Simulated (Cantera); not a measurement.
Cantera run, input and output.

```python
import numpy as np
import cantera as ct

gas = ct.Solution("gri30.yaml")
gas.TPX = 2123, 34000, {'CH4': 1, 'H2O': 0.6, 'H2': 0.66}
reactor = ct.IdealGasConstPressureReactor(gas, energy="off", clone=False)
net = ct.ReactorNet([reactor])
net.rtol, net.atol = 1e-08, 1e-18
show = ['CH4', 'H2O', 'H2', 'C2H6', 'H2O2', 'C2H']
times = np.geomspace(3e-05, 2, 13)

steps = ct.SolutionArray(gas, extra=["t"])
rows = []
print(f"{'t/s':>10s}{'T/K':>9s}{'P/Pa':>11s}" + "".join(f"{s:>11s}" for s in show))
for t in times:
    while net.time < t:
        t_next = net.step()
        steps.append(gas.state, t=t_next)
    rows.append([np.interp(t, steps.t, y) for y in (steps.T, steps.P, *steps(*show).X.T)])
    print(f"{t:10.3e}{rows[-1][0]:9.1f}{rows[-1][1]:11.4g}" + "".join(f"{x:11.3e}" for x in rows[-1][2:]))
rate = np.gradient(steps.T, steps.t)
print("integrator steps:", len(steps.t))
if steps.T.max() > steps.T[0] + 200:
    print(f"time of steepest temperature rise: {steps.t[rate.argmax()]:.4e} s")
gas.TPX = 2123, 34000, {'CH4': 1, 'H2O': 0.6, 'H2': 0.66}
gas.equilibrate("TP")
print(f"equilibrium (TP): T = {gas.T:.1f} K  " + "  ".join(f"{s} {gas[s].X[0]:.3e}" for s in show))
```

It prints:

```
       t/s      T/K       P/Pa        CH4        H2O         H2       C2H6       H2O2        C2H
 3.000e-05   2123.0    3.4e+04  3.558e-01  2.541e-01  3.405e-01  8.511e-04  5.585e-11  7.667e-07
 7.570e-05   2123.0    3.4e+04  2.056e-01  2.239e-01  4.703e-01  5.224e-04  7.612e-11  9.396e-06
 1.910e-04   2123.0    3.4e+04  9.581e-02  1.962e-01  5.761e-01  1.254e-04  6.376e-11  1.776e-05
 4.821e-04   2123.0    3.4e+04  3.909e-02  1.763e-01  6.339e-01  2.390e-05  6.005e-11  2.252e-05
 1.216e-03   2123.0    3.4e+04  1.656e-02  1.537e-01  6.670e-01  4.901e-06  5.418e-11  2.446e-05
 3.070e-03   2123.0    3.4e+04  1.078e-02  1.186e-01  6.964e-01  2.133e-06  3.372e-11  2.188e-05
 7.746e-03   2123.0    3.4e+04  7.861e-03  7.198e-02  7.316e-01  1.104e-06  1.213e-11  1.693e-05
 1.955e-02   2123.0    3.4e+04  4.701e-03  2.932e-02  7.638e-01  3.898e-07  2.002e-12  1.258e-05
 4.932e-02   2123.0    3.4e+04  2.065e-03  5.564e-03  7.824e-01  7.622e-08  7.309e-14  1.032e-05
 1.245e-01   2123.0    3.4e+04  5.932e-04  1.547e-04  7.872e-01  7.242e-09  5.722e-17  9.923e-06
 3.141e-01   2123.0    3.4e+04  4.117e-04  5.058e-07  7.875e-01  4.010e-09  6.179e-22  9.932e-06
 7.926e-01   2123.0    3.4e+04  4.116e-04  4.823e-07  7.875e-01  4.009e-09  5.620e-22  9.932e-06
 2.000e+00   2123.0    3.4e+04  4.116e-04  4.823e-07  7.875e-01  4.009e-09  5.620e-22  9.932e-06
integrator steps: 1472
equilibrium (TP): T = 2123.0 K  CH4 4.118e-04  H2O 4.836e-07  H2 7.875e-01  C2H6 4.013e-09  H2O2 5.649e-22  C2H 9.932e-06
```

Cantera simulation using GRI-Mech 3.0 (53 species, 325 reactions); the numbers are that mechanism's predictions, not measurements. GRI-Mech 3.0 stops at C3 and has no aromatics, soot or wall deposition, so with more carbon than oxygen in the feed, carbon stays in small species such as C2H2 where larger ones or solid carbon would form.
